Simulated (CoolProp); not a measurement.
Vapour-liquid equilibrium of propane (1) + n-butane (2) at -77.85 °C; x and y are mole fractions of (1).

Model: multi-fluid Helmholtz-energy mixture model, Lemmon 2009 and Bücker 2006; pair parameters Kunz 2012, in CoolProp.

**Question.** Give the bubble pressure and the first vapour's composition at x = 0.425, 0.725, 0.95. Is there an azeotrope?

**Answer.** x = 0.425: 7.137 kPa, y = 0.892; x = 0.725: 11.26 kPa, y = 0.967; x = 0.95: 14.33 kPa, y = 0.995. No azeotrope shows between x = 0.05 and 0.95.

The pair parameters rest on a limited set of measurements; away from them the model extrapolates.
